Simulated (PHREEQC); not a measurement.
A PHREEQC input (ion-association model, phreeqc.dat):

```
SOLUTION 1
  temp 20
  units mg/kgw
  pH 12.5
  pe 11.7
  Na 3.18
  K 0.141
  Ca 10.2
  Mg 1.7
  Cl 11
  S(6) 2.17 as SO4
  Alkalinity 27.7 as HCO3
  O(0) 0.135
  Si 0.0655 as SiO2
  Ba 0.0364
END
USE solution 1
EQUILIBRIUM_PHASES 1
  Chalcedony 0 0
  CO2(g) -2.5 10
END
```

It stops with these messages:

```
WARNING: Maximum iterations exceeded, 100
WARNING: Maximum iterations exceeded, 100
WARNING: The program has failed to converge to a numerical solution.
ERROR:           Alkalinity has not converged. Total: 4.539562e-04	Calculated: 2.416973e-02	Residual: -2.371577e-02
ERROR: Is non-carbonate alkalinity greater than total alkalinity?
ERROR:                   Ba has not converged. Total: 2.650357e-07	Calculated: 2.548558e-07	Residual: 1.017990e-08
ERROR:                   Ca has not converged. Total: 2.544910e-04	Calculated: 3.271502e-04	Residual: -7.265915e-05
ERROR:                   Cl has not converged. Total: 3.102699e-04	Calculated: 3.390243e-04	Residual: -2.875434e-05
ERROR:                    K has not converged. Total: 3.605954e-06	Calculated: 3.941953e-06	Residual: -3.359989e-07
ERROR:                   Mg has not converged. Total: 6.992432e-05	Calculated: 6.963061e-05	Residual: 2.937069e-07
ERROR:                   Na has not converged. Total: 1.383222e-04	Calculated: 1.532207e-04	Residual: -1.489850e-05
ERROR:                 O(0) has not converged. Total: 8.437500e-06	Calculated: 8.474709e-06	Residual: -3.720940e-08
ERROR:                 S(6) has not converged. Total: 2.258911e-05	Calculated: 1.831395e-05	Residual: 4.275159e-06
ERROR:                   Si has not converged. Total: 1.090135e-06	Calculated: 1.008590e-06	Residual: 8.154477e-08
ERROR:                   Mu Ionic strength has not converged. 	Residual: -2.974300e-03
ERROR:               A(H2O) Activity of water has not converged. 	Residual: 3.799493e-04
ERROR: Model failed to converge for initial solution  1.
```

**Question.** What went wrong, and how is it mended?

**Answer.** The fault: pH typed as 12.5 with the alkalinity kept. The line should read `pH 6.61` where the input has `pH 12.5`. With the mend the run ends at pH 6.93 and ionic strength 0.00114 mol/kgw.
